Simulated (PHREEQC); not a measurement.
A PHREEQC speciation (ion-association model, wateq4f.dat) at 25 °C gives pH 6.87 and these molalities:

```
species  mol/kgw
-------  -------
Ag+       0.0252
SO4-2     0.0112
AgSO4-   0.00278
```

Q: What are the element totals, and what could have been dissolved in 1 kg of water to give them?

A: Several could match; the one computed here: totals Ag 0.0280, S(6) 0.0140 mol/kgw, from 14 mmol/kgw Ag2SO4.

This is a speciation only: nothing precipitates in the calculation. Complexes and solids missing from the database can't appear.
